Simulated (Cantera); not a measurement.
Charge: 1 mol C6H6, 0.97 mol H2O, 1.3 mol NH3, held at 1427 °C and 4.10 mbar.

Method: chemical equilibrium by Gibbs-energy minimisation in Cantera with the NASA 1993 tables (ideal gas, pure condensed phases). Candidate condensed phases: C, C6H6, C7H8, C8H18, H2O; 136 gas species. Kinetics and transport are ignored.

Base state: H2 0.783, CO 0.129, N2 0.0856, H 0.00204, HCN 0.000948, C2H2 (acetylene) 5.75e-5, HNC 2.84e-5 (mole fractions); condensed: C(graphite).

Question: What changes in the equilibrium state with this change: NH3 from 1.3 to 0.067 mol?

Answer: 
```
species             before     after
----------------  --------  --------
H2                   0.783     0.800
CO                   0.129     0.191
N2                  0.0856   0.00646
HNC                2.84e-5   7.88e-6
HCN               0.000948  0.000263
C(graphite), mol      5.02      5.03
```
